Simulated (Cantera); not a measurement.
Input: 1 mol Si3N4, 0.011 mol CO2, 700 mol H2, 0.42 mol O2, held at 852 °C and 3.90 mbar.

Cantera equilibrium calculation (NASA polynomials, part measured and part estimated; ideal gas, pure solids and liquids). Candidate condensed phases: C, C6H6, C7H8, C8H18, H2O, Si, SiC, SiO2, Si2N2O, Si3N4; 151 gas species. Mutual solubility and eutectic melting of coexisting phases are not modelled. The numbers say what is thermodynamically allowed, not how fast it happens.

### Question
What is the equilibrium state?

### Answer
```json
{
 "x(H2)": "1.000",
 "x(N2)": "0.000415",
 "x(CH4)": "9.00e-6",
 "n(SiC(s))": "0.00466 mol",
 "n(Si2N2O(s))": "0.862 mol",
 "n(Si3N4(s))": "0.424 mol",
 "gas_amount": "700.3 mol",
 "log10 activity of C(graphite) (absent)": "-1.10",
 "log10 activity of Si(s) (absent)": "-1.89"
}
```
